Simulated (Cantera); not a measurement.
A closed system holds: 1 mol PbO, 1.1 mol O2, 0.23 mol H2, held at 0.300 bar.

These are equilibrium values from Cantera (NASA tables, ideal gas, pure condensed phases), not measurements of a reactor. Candidate condensed phases: H2O, Pb, PbO, PbO2, Pb3O4; 12 gas species. Rates play no part.

Task: Which condensed phases are stable at each of these points (T (K)): 525, 575, 625, 675, 725, 775, 825, 875, 925, 975, 1025, 1075?

Result: 
```tsv
T (K)	condensed phases	Pb condensed (%)
525	Pb3O4(s)	100.0
575	Pb3O4(s)	100.0
625	Pb3O4(s)	100.0
675	PbO(red)	100.0
725	PbO(red)	100.0
775	PbO(yellow)	100.0
825	PbO(yellow)	100.0
875	PbO(yellow)	100.0
925	PbO(yellow)	100.0
975	PbO(yellow)	100.0
1025	PbO(yellow)	100.0
1075	PbO(yellow)	100.0
```

From 525 K to 625 K the condensed part is Pb3O4(s). From 675 K to 725 K the condensed part is PbO(red). From 775 K to 1075 K the condensed part is PbO(yellow).
